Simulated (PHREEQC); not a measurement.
A solution holds 0.035 mol KCl, 0.048 mol SrCl2 and 0.07 mol NaCl per kg of water, at 25 °C. Closed to the air; pH follows from the charge balance.

The numbers come from PHREEQC with the ion-association model, wateq4f.dat.

Task: The ionic strength comes out as 0.249 mol/kgw. What activity coefficients do Cl-, Sr+2, K+, Na+ get?

Result: Cl- 0.70, Sr+2 0.30, K+ 0.70, Na+ 0.73.

Precipitation was switched off in this run.
